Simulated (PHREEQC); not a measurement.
A PHREEQC speciation (ion-association model, wateq4f.dat) at 25 °C gives pH 1.94 and these molalities:

```json
[
 {"species": "Cl-", "mol/kgw": "0.220"},
 {"species": "Zn+2", "mol/kgw": "0.0949"},
 {"species": "ZnCl+", "mol/kgw": "0.0159"},
 {"species": "H+", "mol/kgw": "0.0146"},
 {"species": "Zn(HS)2", "mol/kgw": "0.00716"},
 {"species": "H2S", "mol/kgw": "0.00168"},
 {"species": "ZnCl2", "mol/kgw": "0.00157"},
 {"species": "ZnCl3-", "mol/kgw": "0.000413"},
 {"species": "ZnCl4-2", "mol/kgw": "8.31e-5"}
]
```

Problem. What are the element totals, and what could have been dissolved in 1 kg of water to give them?

Solution. Several could match; the one computed here: totals Cl 0.240, S(-2) 0.0160, Zn 0.120 mol/kgw, from 0.016 mol H2S, 0.00031 mol HCl and 0.12 mol ZnCl2 per kg of water.

Precipitation was switched off in this run. Examples of supersaturated solids here: ZnS(a), Sphalerite (slow to form). Others may be too. The polysulfide entries of wateq4f.dat were taken out for this run.
